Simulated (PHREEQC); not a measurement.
Make-up at 18 °C: 0.038 mol/kgw Cu(NO3)2, 0.011 mol/kgw HCl and 0.019 mol/kgw NaCl. Closed to the air; pH follows from the charge balance.

All values are PHREEQC results (ion-association model, phreeqc.dat), not measurements.

### Question
The ionic strength comes out as 0.142 mol/kgw. What activity coefficients do CuCl+, NO3-, Na+, Cl-, Cu+2 get?

### Answer
CuCl+ 0.75, NO3- 0.73, Na+ 0.77, Cl- 0.74, Cu+2 0.37.

No solid was allowed to form.
